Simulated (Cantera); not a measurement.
A freely propagating, adiabatic, planar premixed flame of 21.7 % CO, 6.52 % H₂, 2.39 % CH₄, 14.5 % O₂, 54.8 % N₂, equivalence ratio 1.3, unburnt at 625 K and 5.00 bar; multicomponent+Soret transport, grid criteria slope 0.08 and curve 0.16, no radiation.

Cantera simulation using GRI-Mech 3.0 (53 species, 325 reactions); the numbers are that mechanism's predictions, not measurements. Burning velocities carry a grid error of a few per cent, more on coarse grids.

Predict: laminar burning velocity; thermal thickness; peak x(C₂H₆); peak x(H); peak x(C₂H₄).


| Item | Value |
|---|---|
| laminar burning velocity | 223 cm/s |
| thermal thickness | 0.0687 mm |
| peak x(C₂H₆) | 3.05e-5 |
| peak x(H) | 0.0126 |
| peak x(C₂H₄) | 1.14e-5 |
